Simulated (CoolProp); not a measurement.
Isobutane along the isobar 4.4 MPa: Z from the reference equation and from simpler models built on Tc = 407.8 K, pc = 3.629 MPa, ω = 0.184; each cubic takes its own stable root.

Values from CoolProp's reference Helmholtz-energy equation of state, Bücker 2006.

```json
[
 {"T (K)": "229.1", "phase": "liquid", "reference": "0.2123", "van der Waals": "0.3343", "Peng-Robinson": "0.2002"},
 {"T (K)": "235.2", "phase": "liquid", "reference": "0.2088", "van der Waals": "0.3283", "Peng-Robinson": "0.1967"},
 {"T (K)": "241.3", "phase": "liquid", "reference": "0.2055", "van der Waals": "0.3227", "Peng-Robinson": "0.1934"},
 {"T (K)": "247.3", "phase": "liquid", "reference": "0.2025", "van der Waals": "?", "Peng-Robinson": "0.1905"},
 {"T (K)": "253.4", "phase": "liquid", "reference": "0.1997", "van der Waals": "0.3126", "Peng-Robinson": "0.1877"},
 {"T (K)": "259.5", "phase": "liquid", "reference": "?", "van der Waals": "0.3080", "Peng-Robinson": "0.1852"},
 {"T (K)": "265.6", "phase": "liquid", "reference": "0.1946", "van der Waals": "0.3038", "Peng-Robinson": "?"},
 {"T (K)": "271.7", "phase": "liquid", "reference": "0.1924", "van der Waals": "0.2999", "Peng-Robinson": "0.1808"},
 {"T (K)": "277.7", "phase": "liquid", "reference": "?", "van der Waals": "0.2963", "Peng-Robinson": "?"},
 {"T (K)": "283.8", "phase": "liquid", "reference": "?", "van der Waals": "0.2929", "Peng-Robinson": "0.1772"},
 {"T (K)": "289.9", "phase": "liquid", "reference": "0.1867", "van der Waals": "0.2898", "Peng-Robinson": "?"}
]
```

Task: Some entries are withheld; supply them.

Result: 
- 247.3, van der Waals: 0.3175
- 259.5, reference: 0.1971
- 265.6, Peng-Robinson: 0.1829
- 277.7, reference: 0.1904
- 277.7, Peng-Robinson: 0.1789
- 283.8, reference: 0.1884
- 289.9, Peng-Robinson: 0.1758
